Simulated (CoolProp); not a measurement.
Model: reference Helmholtz-energy equation of state, McLinden 2015, in CoolProp.

Q: For the fluoroketone C6F12O (FK-5-1-12), give the phase and the cp (kJ/(kg K)), speed of sound (m/s), Joule-Thomson coefficient (K/MPa), isothermal compressibility (1/MPa) at -52.65 °C and 4800 kPa.

A: 
- -52.65 °C and 4800 kPa: liquid; cp 1.10, speed of sound 777, Joule-Thomson coefficient -0.342, isothermal compressibility 0.00113
